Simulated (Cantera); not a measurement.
Feed: 1 mol Ta, 0.017 mol H2O, 2.8 mol CO2, held at 6380 Torr.

These are equilibrium values from Cantera (NASA tables, ideal gas, pure condensed phases), not measurements of a reactor. Candidate condensed phases: C, C6H6, C7H8, C8H18, H2O, Ta, TaC, Ta2O5; 113 gas species. Kinetics and transport are ignored.

log p: log10 of the partial pressure in bar; n: condensed amount in mol.

| T (K) | log p CO | log p CO2 | log p H2 | log p H2O | log p H | log p OH | log p O | n Ta2O5(s) | n Ta2O5(l) |
|---|---|---|---|---|---|---|---|---|---|
| 1650 | 0.88 | -0.03 | -1.44 | -1.83 | -4.76 | -6.50 | -9.91 | 0.500 | 0 |
| 1750 | 0.88 | -0.03 | -1.45 | -1.80 | -4.36 | -5.94 | -8.95 | 0.500 | 0 |
| 1850 | 0.88 | -0.03 | -1.47 | -1.77 | -4.00 | -5.43 | -8.09 | 0.500 | 0 |
| 1950 | 0.88 | -0.03 | -1.48 | -1.74 | -3.68 | -4.98 | -7.31 | 0.500 | 0 |
| 2050 | 0.88 | -0.03 | -1.49 | -1.72 | (withheld) | (withheld) | (withheld) | 0.500 | 0 |
| 2150 | 0.88 | -0.03 | -1.51 | -1.70 | -3.13 | -4.21 | -5.99 | 0 | 0.500 |
| 2250 | 0.88 | -0.03 | -1.52 | -1.69 | -2.89 | -3.88 | -5.41 | 0 | 0.500 |
| 2350 | 0.88 | -0.03 | -1.54 | -1.68 | (withheld) | (withheld) | (withheld) | 0 | 0.500 |
| 2450 | 0.88 | -0.03 | -1.55 | -1.67 | -2.47 | -3.30 | -4.40 | 0 | 0.500 |
| 2550 | 0.88 | -0.03 | -1.57 | -1.67 | -2.29 | -3.05 | -3.96 | 0 | 0.500 |

Task: Some entries are withheld; supply them.

Result: 
- 2350, log p H: -2.67
- 2350, log p OH: -3.58
- 2350, log p O: -4.89
- 2050, log p H: -3.39
- 2050, log p OH: -4.58
- 2050, log p O: -6.62
